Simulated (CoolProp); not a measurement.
Values from CoolProp's reference Helmholtz-energy equation of state, Lemmon 2006. It is a short technical equation, of lower accuracy than the large ones.

**Question.** For isohexane, give the phase and the cp (kJ/(kg K)), isothermal compressibility (1/MPa) at 15.45 °C and 74.8 kPa; 15.45 °C and 170 kPa.

**Answer.** 
- 15.45 °C and 74.8 kPa: liquid; cp 2.19, isothermal compressibility 0.00167
- 15.45 °C and 170 kPa: liquid; cp 2.19, isothermal compressibility 0.00166
